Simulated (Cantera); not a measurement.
Ignition delay

Mixture: 14.4 % CH4, 18.0 % O2, 67.6 % N2, equivalence ratio 1.6, at 55000 Pa, adiabatic and at constant pressure. Ignition delay is the time to a rise of 400 K.

Computed with Cantera and GRI-Mech 3.0 (53 species, 325 reactions).

| T0 (K) | delay (ms) |
|---|---|
| 1323 | 17.8 |
| 1398 | 6.96 |
| 1473 | 2.96 |
| 1548 | 1.39 |
| 1623 | 0.712 |

```yaml
apparent activation energy between 1473 and 1623 K: 190 kJ/mol
```
